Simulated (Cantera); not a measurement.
A perfectly stirred reactor is fed with H2 : O2 : N2 = 1.6 : 1 : 1.2 (molar parts), equivalence ratio 0.80, at 1.00 bar; it is held at 825 K, and followed from long to short residence time.

Computed with Cantera and the H2/O2 subset of GRI-Mech 3.0, which has no nitrogen chemistry. Below about 950 K walls govern HO2 and H2O2 in real vessels. The temperature is held fixed by assumption; the heat of reaction is taken as removed at once.

Task: What does this change do: temperature 825 to 1300 K?

Result: 
```json
[
 {"quantity": "x(H2) at τ = 0.910 s", "before": "0.421", "after": "0.000242"},
 {"quantity": "x(O2) at τ = 0.910 s", "before": "0.263", "after": "0.0667"},
 {"quantity": "x(H) at τ = 0.910 s", "before": "1.49e-9", "after": "1.95e-6"},
 {"quantity": "x(OH) at τ = 0.910 s", "before": "1.15e-10", "after": "0.000146"},
 {"quantity": "x(HO2) at τ = 0.910 s", "before": "4.95e-6", "after": "8.34e-6"},
 {"quantity": "x(H2) at τ = 9.70 ms", "before": "0.421", "after": "0.00430"},
 {"quantity": "x(O2) at τ = 9.70 ms", "before": "0.263", "after": "0.0684"},
 {"quantity": "x(H) at τ = 9.70 ms", "before": "1.18e-12", "after": "0.000167"},
 {"quantity": "x(OH) at τ = 9.70 ms", "before": "<1e-12", "after": "0.000734"},
 {"quantity": "x(HO2) at τ = 9.70 ms", "before": "5.48e-9", "after": "7.77e-5"}
]
```
